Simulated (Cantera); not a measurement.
What does this Cantera script print?

```python
import numpy as np
import cantera as ct

gas_names = """
    F N SF4 NF3
""".split()
cond_names = """
    CaS(s) CaF2(a) CaF2(b) CaF2(L) S(cr1) S(cr2) S(L) Ca(a) Ca(b) Ca(L)
""".split()


# ... load() reads the species with a 1 bar reference pressure and builds the phases ...
species = {s.name: s for s in load("nasa_gas.yaml", gas_names) + load("nasa_condensed.yaml", cond_names)}
# Each term lists the table entries of one substance; the one whose range holds T is used.
reactions = {
    'CaS + 2 F(g) = CaF2 + S':
        [(-1, ['CaS(s)']), (-2, ['F']), (1, ['CaF2(a)', 'CaF2(b)', 'CaF2(L)']), (1, ['S(cr1)', 'S(cr2)', 'S(L)'])],
    '4 N(g) + 3 SF4(g) + 3 Ca = 3 CaS + 4 NF3(g)':
        [(-4, ['N']), (-3, ['SF4']), (-3, ['Ca(a)', 'Ca(b)', 'Ca(L)']), (3, ['CaS(s)']), (4, ['NF3'])],
}


def pick(names, T):
    return next(species[n] for n in names if species[n].thermo.min_temp <= T <= species[n].thermo.max_temp)


results = []
for label, terms in reactions.items():
    print(label)
    print("     T/K   dH/kJ  dS/(J/K)   dG/kJ   log10 K")
    for T in [300, 698, 723, 748, 773, 798, 823, 848, 873]:
        used = [(nu, pick(names, T)) for nu, names in terms]
        dH = sum(nu * s.thermo.h(T) for nu, s in used) / 1e6
        dS = sum(nu * s.thermo.s(T) for nu, s in used) / 1e3
        dG = dH - T * dS / 1e3
        logK = -dG * 1e6 / (ct.gas_constant * T * np.log(10))
        results.append((label, T, dH, dS, dG, logK, [s.name for _, s in used]))
        print(f"{T:8g} {dH:8.1f} {dS:8.1f} {dG:8.1f} {logK:8.2f}")
```

Output:

```
CaS + 2 F(g) = CaF2 + S
     T/K   dH/kJ  dS/(J/K)   dG/kJ   log10 K
     300   -911.5   -273.5   -829.4   144.41
     698   -903.2   -256.2   -724.4    54.21
     723   -902.9   -255.7   -718.0    51.87
     748   -902.4   -255.1   -711.6    49.69
     773   -902.0   -254.6   -705.2    47.65
     798   -901.6   -254.0   -698.9    45.75
     823   -901.1   -253.4   -692.5    43.95
     848   -900.6   -252.8   -686.2    42.27
     873   -900.0   -252.1   -679.9    40.68
4 N(g) + 3 SF4(g) + 3 Ca = 3 CaS + 4 NF3(g)
     T/K   dH/kJ  dS/(J/K)   dG/kJ   log10 K
     300  -1547.7   -427.0  -1419.6   247.17
     698  -1558.5   -450.7  -1243.9    93.08
     723  -1561.7   -455.3  -1232.6    89.05
     748  -1562.0   -455.7  -1221.2    85.28
     773  -1562.3   -456.1  -1209.8    81.75
     798  -1562.6   -456.4  -1198.4    78.44
     823  -1562.8   -456.7  -1187.0    75.33
     848  -1563.1   -457.0  -1175.5    72.41
     873  -1563.3   -457.2  -1164.1    69.65
```

Cantera with NASA thermochemical tables; ideal gases at 1 bar, condensed phases pure. Condensed species are held in their standard states even where they would react or evaporate.
